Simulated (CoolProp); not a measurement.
The fluid at 555.07 K and 0.0682 MPa expands adiabatically to 0.00654 MPa with isentropic efficiency 0.7. The same conditions are run with several fluids, on thermodynamics alone (safety and materials aside).

Model: reference Helmholtz-energy equation of state of each fluid (tetradecamethylhexasiloxane (MD4M): Thol 2019; n-decane: Lemmon 2006; n-undecane: Aleksandrov 2011; propane: Lemmon 2009; m-xylene: Zhou 2012), in CoolProp.

Task: Rank tetradecamethylhexasiloxane (MD4M), n-decane, n-undecane, propane, m-xylene by work (kJ/kg), highest first.

Result: propane (158), m-xylene (67.9), n-decane (51.5), n-undecane (46.9), tetradecamethylhexasiloxane (MD4M) (15.9)

```tsv
fluid	final temperature (K)	final density (kg/m³)
tetradecamethylhexasiloxane (MD4M)	545.7	0.666
n-decane	535.0	0.210
n-undecane	536.7	0.230
propane	495.0	0.0701
m-xylene	520.7	0.161
```
